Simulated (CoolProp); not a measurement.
Water at several states: Z from the reference equation and from simpler models built on Tc = 373.9 °C, pc = 22.06 MPa, ω = 0.344; each cubic takes its own stable root.

Values from CoolProp's reference Helmholtz-energy equation of state, Wagner 2002.

```tsv
T (°C)	p (MPa)	phase	reference
69.45	36.8	liquid	0.2342
20.05	0.0962	liquid	0.0007122
491.95	22.9	supercritical	0.7908
637.35	0.0873	gas	0.9997
488.05	0.188	gas	0.9985
```

How far does each simpler model (van der Waals, Peng-Robinson) lie from the reference over these 5 states: mean and median of the absolute difference, and the worst?


- van der Waals: mean 27864.6 %, median 4.5 %, worst +139214.8 % at 20.05 °C and 0.0962 MPa
- Peng-Robinson: mean 7.8 %, median 1.7 %, worst +20.2 % at 69.45 °C and 36.8 MPa

At some of these states van der Waals gives the other phase, because its saturation line lies elsewhere.
